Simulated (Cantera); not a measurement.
A perfectly stirred reactor is fed with CH4 : C2H6 : O2 : N2 = 1 : 0.3 : 3.77 : 10 (molar parts), equivalence ratio 0.81, at 750 Torr; it is adiabatic with a 650 K inlet, and is followed from long to short residence time, starting on the burning branch (τ in s: 0.052, 0.021, 0.0088, 0.0036, 0.0015, 0.00061, 0.00025, 0.0001, 4.3e-05, 1.8e-05, 7.2e-06).

Model: GRI-Mech 3.0 (53 species, 325 reactions), integrated in Cantera.

Predict: blow-out, bracketed by the residence times tried; x(CH4) at τ = 52.0 ms; x(C2H6) at τ = 52.0 ms; x(O2) at τ = 52.0 ms; x(NO2) at τ = 52.0 ms; x(N2O) at τ = 52.0 ms; x(CH4) at τ = 0.610 ms; x(C2H6) at τ = 0.610 ms; x(O2) at τ = 0.610 ms; x(NO2) at τ = 0.610 ms; x(N2O) at τ = 0.610 ms.


| Quantity | Result |
|---|---|
| blow-out, bracketed by the residence times tried | burning at 43.0 µs, out at 18.0 µs |
| x(CH4) at τ = 52.0 ms | 1.03e-6 |
| x(C2H6) at τ = 52.0 ms | 4.27e-8 |
| x(O2) at τ = 52.0 ms | 0.0478 |
| x(NO2) at τ = 52.0 ms | 3.11e-6 |
| x(N2O) at τ = 52.0 ms | 4.66e-7 |
| x(CH4) at τ = 0.610 ms | 5.26e-5 |
| x(C2H6) at τ = 0.610 ms | 3.38e-6 |
| x(O2) at τ = 0.610 ms | 0.0567 |
| x(NO2) at τ = 0.610 ms | 9.38e-8 |
| x(N2O) at τ = 0.610 ms | 2.53e-7 |
